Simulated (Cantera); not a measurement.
## Low-pressure radical oxidation in H2/O2

An isothermal, constant-pressure homogeneous reactor starts with H₂ : O₂ = 0.011 : 1 (molar parts), equivalence ratio 0.0055, at 1375 K and 0.0197 atm.

Cantera simulation using the H2/O2 subset of GRI-Mech 3.0, which has no nitrogen chemistry; the numbers are that mechanism's predictions, not measurements. Radical loss at walls, strong at low pressure, is not modelled.

| t (s) | x H₂ | x O₂ | x H₂O | x HO₂ | x OH |
|---|---|---|---|---|---|
| 1.00e-5 | 0.0109 | 0.989 | 1.68e-11 | 2.65e-9 | 7.42e-10 |
| 3.72e-5 | 0.0109 | 0.989 | 5.92e-10 | 9.87e-9 | 6.35e-9 |
| 0.000138 | 0.0109 | 0.989 | 1.46e-8 | 3.67e-8 | 3.95e-8 |
| 0.000514 | 0.0109 | 0.989 | 4.76e-7 | 1.37e-7 | 4.63e-7 |
| 0.00191 | 0.0102 | 0.988 | 0.000513 | 7.73e-7 | 0.000370 |
| 0.00711 | 4.61e-5 | 0.979 | 0.00999 | 7.25e-7 | 0.00135 |
| 0.0265 | 4.11e-5 | 0.980 | 0.0101 | 6.84e-7 | 0.00127 |
| 0.0984 | 2.83e-5 | 0.983 | 0.0103 | 5.63e-7 | 0.00106 |
| 0.366 | 1.04e-5 | 0.987 | 0.0106 | 3.19e-7 | 0.000643 |
| 1.36 | 1.76e-6 | 0.989 | 0.0108 | 9.96e-8 | 0.000265 |
| 5.06 | 2.16e-7 | 0.989 | 0.0109 | 2.71e-8 | 9.31e-5 |
| 18.8 | 3.74e-8 | 0.989 | 0.0109 | 2.54e-8 | 3.87e-5 |
| 70.0 | 2.39e-8 | 0.989 | 0.0109 | 2.91e-8 | 3.10e-5 |
x: mole fraction; the columns are a selection and need not sum to one.

Equilibrium at this temperature and pressure: H₂ 2.39e-8, O₂ 0.989, H₂O 0.0109, HO₂ 2.92e-8, OH 3.10e-5 (gas phase only).
